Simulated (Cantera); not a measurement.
# Transport properties of process gases

Gas mixture: C₂H₄ : C₃H₈ = 0.36 : 0.71 (molar parts), at 0.0690 bar, frozen composition.

Cantera's kinetic-theory transport with the Lennard-Jones parameters of GRI-Mech 3.0, ideal gas; thermal conductivity in the mixture-averaged form. The composition is frozen, though it would react at the higher temperatures.

| T (K) | ρ (kg/m³) | cp (J/kg/K) | μ (µPa s) | λ (mW/m/K) | Pr | D (cm²/s) NO | D (cm²/s) H₂ | D (cm²/s) CH₄ |
|---|---|---|---|---|---|---|---|---|
| 400 | 0.0803 | 2071 | 11.5 | 31.7 | 0.755 | 3.09 | 12.4 | 3.45 |
| 550 | 0.0584 | 2652 | 15.3 | 53.6 | 0.756 | 5.44 | 21.4 | 6.13 |
| 700 | 0.0459 | 3127 | 18.6 | 76.8 | 0.759 | 8.26 | 32.1 | 9.38 |
| 850 | 0.0378 | 3499 | 21.7 | 99.8 | 0.759 | 11.5 | 44.5 | 13.1 |
| 1000 | 0.0321 | 3812 | 24.4 | 122 | 0.761 | 15.2 | 58.4 | 17.3 |
| 1150 | 0.0279 | 4041 | 27.0 | 144 | 0.757 | 19.2 | 73.7 | 22.0 |
| 1300 | 0.0247 | 4239 | 29.5 | 165 | 0.755 | 23.6 | 90.4 | 27.0 |
D: mixture-averaged diffusion coefficient of that species in the mixture.
